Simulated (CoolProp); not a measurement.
Vapour-liquid equilibrium of R113 (1) + n-hexane (2) at 12.6 bar; x and y are mole fractions of (1).

The numbers come from the multi-fluid Helmholtz-energy mixture model, Marx 1992 and Thol 2019; pair parameters Bell 2016 in CoolProp.

| x | bubble temperature (°C) | y at the bubble point | dew temperature at overall composition x (°C) | liquid density (mol/L) |
|---|---|---|---|---|
| 0.05 | 175.8 | 0.074 | 176.6 | 5.591 |
| 0.15 | 171.7 | 0.209 | 173.5 | 5.678 |
| 0.25 | 168.2 | 0.328 | 170.5 | 5.760 |
| 0.35 | 165.0 | 0.435 | 167.5 | 5.840 |
| 0.45 | 162.2 | 0.533 | 164.6 | 5.919 |
| 0.55 | 159.8 | 0.625 | 161.8 | 5.998 |
| 0.65 | 157.6 | 0.711 | 159.1 | 6.079 |
| 0.75 | 155.7 | 0.794 | 156.7 | 6.162 |
| 0.85 | 154.0 | 0.876 | 154.5 | 6.247 |
| 0.95 | 152.5 | 0.958 | 152.6 | 6.336 |

No azeotrope shows between x = 0.05 and 0.95.

Pair parameters are fitted to limited data, so mixtures are less certain than the pure fluids.
